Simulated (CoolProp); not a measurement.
Oxygen at 298.15 K and 1.05 MPa flows at 5.4 m/s in a round tube of 20 mm bore and 1.5 µm roughness, fully developed (64/Re and Nu = 3.66 if laminar; Colebrook and Gnielinski if turbulent). Each further row changes one setting.

Computed with CoolProp (reference Helmholtz-energy equation of state, Schmidt 1985).

```csv
case,Reynolds number,Darcy friction factor,pressure drop (Pa/m),heat-transfer coefficient (W/(m² K)),mass flow (kg/h)
as stated,71000,0.0197,196,190,83.3
velocity 10.8 m/s,142000,0.0172,685,332,167
diameter 40 mm,142000,0.0170,84.5,164,333
```

Viscosity comes from a separate model (Lemmon 2004). Thermal conductivity comes from a separate model (Lemmon 2004).
